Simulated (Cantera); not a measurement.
Feed: 1 mol trisilylamine, 40 mol NH3, 10 mol H2, equilibrated at 1875 °C.

Cantera equilibrium calculation (NASA polynomials, part measured and part estimated; ideal gas, pure solids and liquids). Candidate condensed phases: Si, Si3N4; 18 gas species. The feed counts by its element totals alone. The tables' values for SiN are old estimates; treat these amounts as uncertain. Gases not in the tables: Si2H6 and higher silanes. The numbers say what is thermodynamically allowed, not how fast it happens.

x: gas mole fraction; n: condensed amount in mol.

```
P (Pa)   x H2      x H   x N2      x Si  x SiH  n Si(l)
------  -----  -------  -----  --------  -----  -------
5       0.423    0.383  0.169    0.0247    [?]        0
17      0.551    0.237  0.184    0.0268    [?]        0
59      0.639    0.137  0.195    0.0281    [?]        0
210     0.694   0.0757  0.201    0.0285    [?]        0
710     0.724   0.0421  0.205    0.0274    [?]        0
2400    0.755   0.0234  0.211   0.00916    [?]     1.96
8400    0.770   0.0126  0.214   0.00262    [?]     2.67
29000   0.777  0.00682  0.215  0.000758    [?]     2.88
100000  0.780  0.00368  0.215  0.000220    [?]     2.95
```

Question: What belongs in the gaps?

Answer: 
- 5, x SiH: 5.57e-5
- 17, x SiH: 0.000127
- 59, x SiH: 0.000268
- 210, x SiH: 0.000533
- 710, x SiH: 0.000965
- 2400, x SiH: 0.000606
- 8400, x SiH: 0.000327
- 29000, x SiH: 0.000177
- 100000, x SiH: 9.54e-5
